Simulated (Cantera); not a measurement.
Feed: 1 mol SiH4, 15 mol N2, equilibrated at 2000 K and 11.0 Pa.

Method: chemical equilibrium by Gibbs-energy minimisation in Cantera with the NASA 1993 tables (ideal gas, pure condensed phases). Candidate condensed phases: Si, Si3N4; 18 gas species. The tables' values for SiN are old estimates; treat these amounts as uncertain. Equilibrium is a limit: real reactors are often held back by kinetics, nucleation or transport.

Base state: N2 0.815, H2 0.0858, Si 0.0539, H 0.0454, SiN 0.000133, SiH 0.000112, Si2 7.60e-5, Si2N 2.37e-5 (mole fractions); condensed: gas only.

What changes in the equilibrium state with this change: temperature from 2000 K to 1198 K?


```tsv
species	before	after
N2	0.815	0.878
H2	0.0858	0.122
H	0.0454	6.34e-6
Si	0.0539	<1e-9
SiN	0.000133	<1e-9
SiH	0.000112	<1e-9
Si2	7.60e-5	<1e-9
Si3N4(s), mol	0	0.333
```
N2 is the only nitrogen source here; it is nearly inert below about 1500 K, so the nitride shown seldom forms there in practice.
